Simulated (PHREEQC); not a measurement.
0.03 g of hydrous ferric oxide (600 m²/g; 0.2 weak and 0.005 strong sites per Fe, Dzombak-Morel constants, diffuse double layer) in 1 kg of water with 0.01 mol/kgw of an inert sodium salt and 2e-06 mol/kgw CuSO4 and 1.3e-07 mol/kgw MgCl2, at 25 °C; the pH is set by adding NaOH or the inert anion's acid. Oxygen is held at 0.21 atm. No CO2 enters from the air. Precipitation was switched off in this run.

The series has 13 steps of pH, from 3 to 9.

Computed with PHREEQC (ion-association model, wateq4f.dat).

Question: Near which pH is half of the S sorbed, and on which side is more sorbed?

Answer: Near pH 6.0, with more sorbed at lower pH.

Question: Near which pH is half of the Cu sorbed, and on which side is more sorbed?

Answer: Near pH 5.5, with more sorbed at higher pH.

Question: Near which pH is half of the Mg sorbed, and on which side is more sorbed?

Answer: Near pH 8.6, with more sorbed at higher pH.

The database's constant for dissolved Cu(OH)2 is higher than later reviews accept. The oxide is taken as insoluble; below pH 4 it would dissolve.
